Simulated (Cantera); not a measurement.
## SiH4 + C2H4 + H2 + HCl (silicon carbide growth)

Feed: 1 mol SiH4, 0.018 mol C2H4, 680 mol H2, 0.055 mol HCl, held at 1330 Pa.

These are equilibrium values from Cantera (NASA tables, ideal gas, pure condensed phases), not measurements of a reactor. Candidate condensed phases: C, C6H6, C7H8, C8H18, Si, SiC; 109 gas species. Mutual solubility and eutectic melting of coexisting phases are not modelled. Gases not in the tables: Si2H6 and higher silanes. The numbers say what is thermodynamically allowed, not how fast it happens.

| T (K) | x H2 | x H | x Si | x SiH | x HCl | x SiH2 | x Si2C | n Si(s) | n SiC(s) | n Si(l) |
|---|---|---|---|---|---|---|---|---|---|---|
| 1300 | 1.000 | 9.58e-6 | 3.25e-9 | 3.11e-9 | 8.06e-5 | 7.65e-8 | <1e-12 | 0.964 | 0.0358 | 0 |
| 1375 | 1.000 | 2.97e-5 | 3.08e-8 | 2.00e-8 | 8.06e-5 | 2.58e-7 | 1.59e-11 | 0.964 | 0.0358 | 0 |
| 1450 | 1.000 | 8.19e-5 | 2.31e-7 | 1.06e-7 | 8.06e-5 | 7.69e-7 | 2.34e-10 | 0.963 | 0.0358 | 0 |
| 1525 | 1.000 | 0.000205 | 1.42e-6 | 4.74e-7 | 8.06e-5 | 2.06e-6 | 2.62e-9 | 0.961 | 0.0358 | 0 |
| 1600 | 0.999 | 0.000471 | 7.31e-6 | 1.84e-6 | 8.05e-5 | 5.00e-6 | 2.32e-8 | 0.954 | 0.0358 | 0 |
| 1675 | 0.999 | 0.00101 | 3.26e-5 | 6.31e-6 | 8.04e-5 | 1.12e-5 | 1.69e-7 | 0.930 | 0.0357 | 0 |
| 1750 | 0.998 | 0.00201 | 0.000113 | 1.72e-5 | 8.03e-5 | 2.08e-5 | 9.09e-7 | 0 | 0.0352 | 0.860 |
| 1825 | 0.996 | 0.00381 | 0.000341 | 4.18e-5 | 7.99e-5 | 3.55e-5 | 4.13e-6 | 0 | 0.0328 | 0.671 |
| 1900 | 0.992 | 0.00684 | 0.000946 | 9.44e-5 | 7.94e-5 | 5.78e-5 | 1.66e-5 | 0 | 0.0237 | 0.187 |
| 1975 | 0.987 | 0.0118 | 0.00123 | 0.000101 | 7.90e-5 | 4.58e-5 | 3.02e-5 | 0 | 0.00557 | 0 |
| 2050 | 0.979 | 0.0194 | 0.00129 | 8.89e-5 | 7.83e-5 | 3.04e-5 | 1.80e-5 | 0 | 0 | 0 |
| 2125 | 0.968 | 0.0309 | 0.00132 | 7.73e-5 | 7.73e-5 | 2.04e-5 | 7.99e-6 | 0 | 0 | 0 |
| 2200 | 0.951 | 0.0476 | 0.00134 | 6.67e-5 | 7.57e-5 | 1.37e-5 | 3.40e-6 | 0 | 0 | 0 |
x: gas mole fraction; n: condensed amount in mol.

From 1300 K to 1675 K the condensed part is Si(s) + SiC(s). From 1750 K to 1900 K the condensed part is Si(l) + SiC(s). At 1975 K the condensed part is SiC(s). From 2050 K to 2200 K nothing is condensed. The main Si-bearing gas is SiH2 at 1300 K and Si at 2200 K.
